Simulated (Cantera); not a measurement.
Input: 1 mol SiH4, 1.3 mol NO, 11 mol H2, 23 mol CO2, held at 29.3 Torr.

Method: chemical equilibrium by Gibbs-energy minimisation in Cantera with the NASA 1993 tables (ideal gas, pure condensed phases). Candidate condensed phases: C, C6H6, C7H8, C8H18, H2O, Si, SiC, SiO2, Si2N2O, Si3N4; 151 gas species. The tables hold silica as quartz up to 1696 K and as liquid above; real silica turns to tridymite and cristobalite and melts near 1996 K. Gases not in the tables: Si(OH)4. Rates play no part. All values below are at 1625 K.

Base state: CO2 0.333, CO 0.295, H2O 0.276, H2 0.0787, N2 0.0177, H 0.000100, OH 1.48e-5 (mole fractions); condensed: SiO2(β-quartz).

### Question
What changes in the equilibrium state with this change: NO from 1.3 to 15 mol?

### Answer
```tsv
species	before	after
CO2	0.333	0.526
H2O	0.276	0.298
N2	0.0177	0.172
CO	0.295	0.00214
H2	0.0787	0.000390
O2	2.47e-8	0.00117
NO	1.11e-7	7.51e-5
OH	1.48e-5	0.000227
H	0.000100	7.06e-6
SiO2(β-quartz), mol	1.000	1.00
```
